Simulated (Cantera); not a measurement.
An adiabatic, constant-pressure homogeneous reactor starts with 20.0 % CO, 3.80 % H2, 1.18 % CH4, 15.0 % O2, 56.4 % N2, 3.60 % H2O, at 1125 K and 10.0 bar.

Computed with Cantera and GRI-Mech 3.0 (53 species, 325 reactions).

x: mole fraction; the columns are a selection and need not sum to one.

```
t (s)     T (K)    x CO     x H2   x CH4     x HCN       x CH3
--------  -----  ------  -------  ------  --------  ----------
1.00e-6    1125   0.200   0.0380  0.0118    <1e-12  (withheld)
2.85e-6    1125   0.200   0.0380  0.0118    <1e-12  (withheld)
8.11e-6    1125   0.200   0.0380  0.0118    <1e-12  (withheld)
2.31e-5    1125   0.200   0.0380  0.0118    <1e-12  (withheld)
6.58e-5    1125   0.200   0.0380  0.0118    <1e-12  (withheld)
0.000187   1130   0.200   0.0377  0.0117    <1e-12  (withheld)
0.000534   2741  0.0432  0.00329  <1e-12  6.48e-10      <1e-12
0.00152    2730  0.0434  0.00333  <1e-12   1.26e-9      <1e-12
0.00433    2727  0.0435  0.00334  <1e-12   1.37e-9      <1e-12
0.0123     2727  0.0435  0.00334  <1e-12   1.37e-9      <1e-12
0.0351     2727  0.0435  0.00334  <1e-12   1.37e-9      <1e-12
0.100      2727  0.0435  0.00334  <1e-12   1.37e-9      <1e-12
```

### Question
What belongs in the gaps?

### Answer

- 1.00e-6, x CH3: 2.03e-9
- 2.85e-6, x CH3: 8.25e-9
- 8.11e-6, x CH3: 2.64e-8
- 2.31e-5, x CH3: 8.68e-8
- 6.58e-5, x CH3: 4.89e-7
- 0.000187, x CH3: 7.43e-6
